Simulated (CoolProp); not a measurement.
Vapour-liquid equilibrium of acetone (1) + p-xylene (2) at 226 kPa; x and y are mole fractions of (1).

Values from CoolProp's multi-fluid Helmholtz-energy mixture model, Lemmon 2006 and Zhou 2012; pair parameters Bell 2016.

Problem. Give the bubble temperature and the first vapour's composition at x = 0.15, 0.35, 0.65. Is there an azeotrope?

Solution. x = 0.15: 403.3 K, y = 0.668; x = 0.35: 381.5 K, y = 0.853; x = 0.65: 366.6 K, y = 0.940. No azeotrope shows between x = 0.05 and 0.95.

Pair parameters are fitted to limited data, so mixtures are less certain than the pure fluids.
